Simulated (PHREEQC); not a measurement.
A solution holds 0.21 mol KOH and 0.067 mol Na2CO3 per kg of water, at 30 °C. Closed to the air; pH follows from the charge balance.

Equilibrium calculation in PHREEQC: ion-association model, phreeqc.dat.

| quantity | before | after |
|---|---|---|
| pH | 12.98 | 11.05 |
| ionic strength (mol/kgw) | 0.358 | 0.353 |

Question: Which change was made?
A) Na2CO3 left out
B) temperature from 30 to 70 °C
C) Na2CO3 from 0.067 to 0.134 mol/kgw
D) Na2CO3 replaced by NaHSO4 at the same molality
E) KOH replaced by KF at the same molality

Answer: E, KOH replaced by KF at the same molality

Precipitation was switched off in this run.
